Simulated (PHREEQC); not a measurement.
Solution (85 °C): 0.0091 mol HF, 0.011 mol NH4F, 5.7e-05 mol H4SiO4 and 0.12 mol H2SO4 per kg of water. Closed to the air; pH follows from the charge balance.

Computed with PHREEQC (ion-association model, phreeqc.dat).

This is a speciation only: nothing precipitates in the calculation.

Q: Estimate the pH, ionic strength.

A: pH 1.04; ionic strength 0.133 mol/kgw.

Q: In which forms is Si present?

A: H4SiO4 97 %, SiF6-2 3.2 % of the Si.

At this temperature some constants are extrapolated from 25 °C, and those without enthalpy data are left unchanged. SiF6-2 is the database's only silicon fluoride.
